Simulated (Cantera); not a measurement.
Input: 1 mol SiHCl3, 0.073 mol HCl, 31 mol N2, equilibrated at 18.0 mbar.

These are equilibrium values from Cantera (NASA tables, ideal gas, pure condensed phases), not measurements of a reactor. Candidate condensed phases: NH4Cl, Si, Si3N4; 28 gas species. N2 is the only nitrogen source here; it is nearly inert below about 1500 K, so the nitride shown seldom forms there in practice. The tables' values for SiCl3 are old estimates; treat these amounts as uncertain. The numbers say what is thermodynamically allowed, not how fast it happens. All values below are at 1202 °C.

Base state: N2 0.943, HCl 0.0286, SiCl2 0.0180, SiCl3 0.00451, SiCl4 0.00384, H2 0.00203, Cl 4.97e-5, SiHCl3 2.58e-5 (mole fractions); condensed: Si3N4(s).

Problem. What changes in the equilibrium state with this change: pressure from 18.0 mbar to 1.00 mbar?

Solution. 
```
species         before     after
-------------  -------  --------
N2               0.943     0.939
HCl             0.0286    0.0294
SiCl2           0.0180    0.0279
SiCl4          0.00384  0.000457
SiHCl3         2.58e-5   2.27e-6
Cl             4.97e-5  0.000249
H              4.36e-6   1.61e-5
SiCl3          0.00451   0.00194
H2             0.00203   0.00154
Si3N4(s), mol   0.0446         0
```
